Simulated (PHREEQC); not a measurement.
A solution holds 3 mol/kgw HCl, 0.31 mol/kgw KCl and 2.4 mol/kgw LiCl, at 25 °C. Closed to the air; pH follows from the charge balance.

Computed with PHREEQC (Pitzer model, pitzer.dat).

No solid was allowed to form.

Problem. What pH, density does the model give?

Solution. pH -1.57; density 1.100 g/cm³.

Complexes and solids missing from the database can't appear. In brines, pH and single-ion activities rest on the MacInnes convention.
